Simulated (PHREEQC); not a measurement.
0.88 g of hydrous ferric oxide (600 m²/g; 0.2 weak and 0.005 strong sites per Fe, Dzombak-Morel constants, diffuse double layer) in 1 kg of water with 0.1 mol/kgw of an inert sodium salt, at 25 °C; the pH is set by adding NaOH or the inert anion's acid. Oxygen is held at 0.21 atm. CO2 from the air is kept out. Precipitation was switched off in this run.

Computed with PHREEQC (ion-association model, wateq4f.dat).

```csv
pH,surface charge σ (C/m²),surface potential ψ (mV)
4,0.321,146
4.38,0.286,141
4.75,0.244,133
5.12,0.201,123
5.5,0.159,111
5.88,0.122,(withheld)
6.25,0.091,(withheld)
6.62,0.066,69
7,0.045,52
7.38,0.027,35
7.75,(withheld),17
8.12,0.000,0
8.5,-0.014,-19
8.88,-0.029,-37
9.25,(withheld),(withheld)
9.62,-0.067,(withheld)
10,-0.094,-85
```

### Question
Some entries are withheld; supply them.

### Answer

- 5.88, surface potential ψ (mV): 98
- 6.25, surface potential ψ (mV): 84
- 7.75, surface charge σ (C/m²): 0.013
- 9.25, surface charge σ (C/m²): -0.046
- 9.25, surface potential ψ (mV): -54
- 9.62, surface potential ψ (mV): -70
